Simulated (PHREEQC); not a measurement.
1 kg of water holding 180 mmol/kgw K2CO3 meets 20 L of dry gas (CO2 1 by moles) at fixed total pressure, at 1 atm; fugacities by Peng-Robinson. The gases take part in no redox reaction, some water evaporates into the gas, and hydrates or a liquid gas phase aren't modelled. Nothing may precipitate in this run.

Computed with PHREEQC (ion-association model, phreeqc.dat).

| T (°C) | dissolved CO2 (all carbonate carbon) (mol/kgw) | φ of CO2 | pH |
|---|---|---|---|
| 10 | 0.409 | 0.994 | 7.16 |
| 20 | 0.396 | 0.994 | 7.22 |
| 30 | 0.387 | 0.995 | 7.29 |
| 40 | 0.380 | 0.995 | 7.37 |
| 50 | 0.375 | 0.996 | 7.46 |
| 60 | 0.371 | 0.996 | 7.57 |
| 70 | 0.368 | 0.997 | 7.71 |
| 80 | 0.364 | 0.998 | 7.89 |

Constants without temperature data keep their 25 °C values here.
